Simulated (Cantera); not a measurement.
A closed system holds: 1 mol Si, 0.027 mol N₂O, a varied amount of N₂, 0.096 mol O₂, held at 7.50 Torr.

Cantera equilibrium calculation (NASA polynomials, part measured and part estimated; ideal gas, pure solids and liquids). Candidate condensed phases: Si, SiO₂, Si₂N₂O, Si₃N₄; 16 gas species. Mutual solubility and eutectic melting of coexisting phases are not modelled. Rates play no part.

Stable condensed phases, one row left out:

```
T in K \ n(N₂) in mol
          53 170 290 400 520 640 750 870 990
   2123    A   A   A   A   A   A   A   A   A
   2048    B   A   A   A   A   A   A   A   A
   1973    B   B   A   A   A   A   A   A   A
   1898    B   B   B   B   B   A   A   A   A
   1823    B   B   B   B   B   B   B   B   B
   1748    C   C   C   C   C   C   C   C   C
   1673    D   C   C   C   C   C   C   C   C
   1523    D   D   D   D   D   D   D   D   D
   1448    D   D   D   D   D   D   D   D   D
   1373    D   D   D   D   D   D   D   D   D
   1298    D   D   D   D   D   D   D   D   D
   1223    D   D   D   D   D   D   D   D   D
```

A: gas only; B: Si; C: Si₃N₄; D: Si₂N₂O + Si₃N₄.

Question: Give the row for 1598 K.

Answer: 53: Si₂N₂O + Si₃N₄; 170: Si₂N₂O + Si₃N₄; 290: Si₂N₂O + Si₃N₄; 400: Si₂N₂O + Si₃N₄; 520: Si₂N₂O + Si₃N₄; 640: Si₂N₂O + Si₃N₄; 750: Si₂N₂O + Si₃N₄; 870: Si₂N₂O + Si₃N₄; 990: Si₃N₄.
